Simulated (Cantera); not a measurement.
## BCl3 + N2 + H2 (boron, boron nitride and boron oxide)

Input: 1 mol BCl3, 11 mol N2, 15 mol H2.

Equilibrium computed with Cantera from the NASA thermochemical tables; the gas is ideal and each condensed phase is pure. Candidate condensed phases: B, BN, NH4Cl; 21 gas species. N2 is the only nitrogen source here; it is nearly inert below about 1500 K, so the nitride shown seldom forms there in practice. The tables' values for BCl2 are old estimates. Kinetics and transport are ignored.

Q: Map the stable condensed phases over T = 823, 973, 1123, 1273, 1423, 1573, 1723, 1873, 2023, 2173, 2323, 2473 K and P in Pa = 10, 32, 100, 320, 1000, 3200, 10000, 32000, 100000.

A: 
```
T in K \ P in Pa
             10     32    100    320   1000   3200  10000  32000 100000
   2473       A      A      A      A      A      A      A      B      B
   2323       A      A      A      A      A      A      B      B      B
   2173       A      A      A      A      A      B      B      B      B
   2023       A      A      A      B      B      B      B      B      B
   1873       A      B      B      B      B      B      B      B      B
   1723       B      B      B      B      B      B      B      B      B
   1573       B      B      B      B      B      B      B      B      B
   1423       B      B      B      B      B      B      B      B      B
   1273       B      B      B      B      B      B      B      B      B
   1123       B      B      B      B      B      B      B      B      B
    973       B      B      B      B      B      B      B      B      B
    823       B      B      B      B      B      B      B      B      B
```
A: gas only; B: BN.
